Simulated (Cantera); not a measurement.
# Ignition delay

Mixture: 14.2 % CH4, 0.780 % C2H6, 16.3 % O2, 68.7 % N2, at 413 Torr, adiabatic and at constant pressure. Ignition delay is the time to a rise of 400 K.

Cantera simulation using GRI-Mech 3.0 (53 species, 325 reactions); the numbers are that mechanism's predictions, not measurements.

| T0 (K) | delay (ms) |
|---|---|
| 1100 | 97.0 |
| 1175 | 37.6 |
| 1250 | 14.9 |
| 1325 | 5.99 |
| 1400 | 2.48 |
| 1475 | 1.09 |
| 1550 | 0.520 |
| 1625 | 0.274 |

| Item | Value |
|---|---|
| apparent activation energy between 1475 and 1625 K | 180 kJ/mol |
